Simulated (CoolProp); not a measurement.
Saturated liquid density (kg/m³) of methane: the reference equation beside estimates from Tc = -82.6 °C, pc = 4.599 MPa, ω = 0.011. Rackett uses Z = 0.29056 − 0.08775 ω.

Values from CoolProp's reference Helmholtz-energy equation of state, Setzmann 1991.

| T (°C) | reference | Rackett | van der Waals | Redlich-Kwong | Soave-Redlich-Kwong |
|---|---|---|---|---|---|
| -146.95 | 400.2 | 399.1 | 274.3 | 400.3 | 395.4 |
| -144.25 | 395.8 | 394.7 | 271.1 | 394.8 | 390.1 |
| -141.55 | 391.4 | 390.2 | ? | 389.2 | 384.7 |
| -138.85 | 386.8 | 385.7 | 264.7 | 383.4 | 379.2 |
| -136.15 | 382.2 | 381.0 | 261.3 | 377.4 | 373.5 |
| -133.45 | 377.4 | 376.2 | 257.9 | 371.2 | 367.5 |
| -130.75 | 372.5 | 371.3 | 254.3 | 364.9 | 361.4 |
| -128.05 | 367.5 | 366.2 | 250.7 | 358.3 | 355.1 |
| -125.35 | 362.3 | ? | 246.9 | ? | 348.5 |
| -122.65 | 356.9 | 355.7 | 242.9 | 344.4 | 341.7 |
| -119.95 | 351.3 | 350.2 | 238.9 | 337.1 | 334.6 |
| -117.25 | ? | 344.4 | 234.6 | 329.5 | 327.2 |

Fill in the missing entries.


- -141.55, van der Waals: 268.0
- -125.35, Rackett: 361.1
- -125.35, Redlich-Kwong: 351.5
- -117.25, reference: 345.6

Absolute difference from the reference over all 12 rows, mean and median: Rackett 0.3 and 0.3 %, van der Waals 31.7 and 31.7 %, Redlich-Kwong 2.0 and 1.8 %, Soave-Redlich-Kwong 3.0 and 2.8 %.
